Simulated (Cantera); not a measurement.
Input: 1 mol Cr₂O₃, 15 mol H₂, 2.5 mol N₂, at 1975 °C and 180000 Pa.

Method: chemical equilibrium by Gibbs-energy minimisation in Cantera with the NASA 1993 tables (ideal gas, pure condensed phases). Candidate condensed phases: Cr, CrN, Cr₂N, Cr₂O₃, H₂O; 29 gas species. Mutual solubility and eutectic melting of coexisting phases are not modelled. Equilibrium is a limit: real reactors are often held back by kinetics, nucleation or transport.

Q: What is the equilibrium state?

A: 
* **x(H₂)**: 0.817
* **x(N₂)**: 0.141
* **x(H₂O)**: 0.0291
* **x(Cr)**: 0.00697
* **x(H)**: 0.00495
* **x(CrO)**: 0.000215
* **x(OH)**: 2.64e-5
* **x(NH₃)**: 6.97e-6
* **x(CrO₂)**: 2.56e-6
* **n(Cr(l))**: 0.219 mol
* **n(Cr₂O₃(s))**: 0.827 mol
* **gas amount**: 17.67 mol
